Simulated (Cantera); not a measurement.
**Hydrocarbon pyrolysis for carbon deposition**

An isothermal, constant-pressure homogeneous reactor starts with 16.9 % C₂H₆, 83.1 % N₂, at 1650 K and 0.00380 bar.

Computed with Cantera and GRI-Mech 3.0 (53 species, 325 reactions). GRI-Mech 3.0 stops at C3 and has no aromatics, soot or wall deposition, so with more carbon than oxygen in the feed, carbon stays in small species such as C2H2 where larger ones or solid carbon would form. Radical loss at walls, strong at low pressure, is not modelled.

```csv
t (s),x C₂H₆,x H₂,x CH₃,x H,x C₂H₄,x CH₂,x C₂H
3.00e-6,0.169,8.40e-9,0.000190,7.77e-8,2.00e-9,3.08e-11,<1e-12
1.18e-5,0.169,1.25e-7,0.000741,3.13e-7,7.70e-8,2.14e-9,<1e-12
4.60e-5,0.168,3.74e-6,0.00286,3.48e-6,3.96e-6,1.33e-7,<1e-12
0.000180,0.162,0.000284,0.0104,7.35e-5,0.000253,5.38e-6,<1e-12
0.000706,0.129,0.0117,0.0312,0.000634,0.0119,4.47e-5,1.61e-8
0.00277,0.0211,0.0813,0.0392,0.00198,0.0648,8.32e-5,1.83e-6
0.0108,0.000164,0.158,0.00625,0.000976,0.0295,1.48e-5,2.09e-6
0.0425,2.16e-5,0.186,0.00193,0.000385,0.00770,2.68e-6,9.15e-7
0.166,7.63e-6,0.199,0.00105,0.000251,0.00103,1.04e-6,6.03e-7
0.652,3.83e-6,0.212,0.000733,0.000244,0.000366,7.01e-7,5.71e-7
2.55,1.14e-6,0.234,0.000418,0.000318,0.000101,5.05e-7,7.16e-7
10.0,8.38e-8,0.249,0.000130,0.000536,1.45e-5,2.67e-7,1.18e-6
```
x: mole fraction; the columns are a selection and need not sum to one.

Equilibrium at this temperature and pressure: C₂H₆ 1.44e-11, H₂ 0.253, CH₃ 1.50e-6, H 0.000746, C₂H₄ 4.90e-6, CH₂ 4.36e-9, C₂H 9.12e-7 (gas phase only).
